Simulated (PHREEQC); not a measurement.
0.018 g of hydrous ferric oxide (600 m²/g; 0.2 weak and 0.005 strong sites per Fe, Dzombak-Morel constants, diffuse double layer) in 1 kg of water with 0.05 mol/kgw of an inert sodium salt and 8.1e-05 mol/kgw CuSO4, 1e-07 mol/kgw SrCl2 and 2.4e-07 mol/kgw BaCl2, at 25 °C; the pH is set by adding NaOH or the inert anion's acid. O2 is buffered at 0.21 atm. The system is closed to CO2. Nothing may precipitate in this run.

The numbers come from PHREEQC with the ion-association model, wateq4f.dat.

Task: Predict S sorbed (%), Cu sorbed (%) at pH = 6.25, 8.5.

Result: 
```
pH    S sorbed (%)  Cu sorbed (%)
----  ------------  -------------
6.25           8.3           29.9
8.5            0.1           25.1
```

Along this series the solution becomes supersaturated in solids that the run did not let form, among them Cu(OH)2, Brochantite, Antlerite. The database's constant for dissolved Cu(OH)2 is higher than later reviews accept.
